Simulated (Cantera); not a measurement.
Ignition delay

Mixture: CO : H2 : O2 : N2 = 1 : 0.03 : 0.286 : 0.772 (molar parts), at 25.7 atm, adiabatic and at constant pressure. Ignition delay is the time to a rise of 400 K.

Cantera simulation using GRI-Mech 3.0 (53 species, 325 reactions); the numbers are that mechanism's predictions, not measurements. The hydrogen kinetics of GRI-Mech 3.0 are dated; newer H2 mechanisms differ, most at raised pressure. The pressure lies above the range GRI-Mech 3.0 was tuned for (to about 10 atm).

| T0 (K) | delay (ms) |
|---|---|
| 1225 | 0.0347 |
| 1300 | 0.0132 |
| 1375 | 0.00618 |
| 1450 | 0.00356 |
| 1525 | 0.00240 |

```yaml
apparent activation energy between 1375 and 1525 K: 110 kJ/mol
```
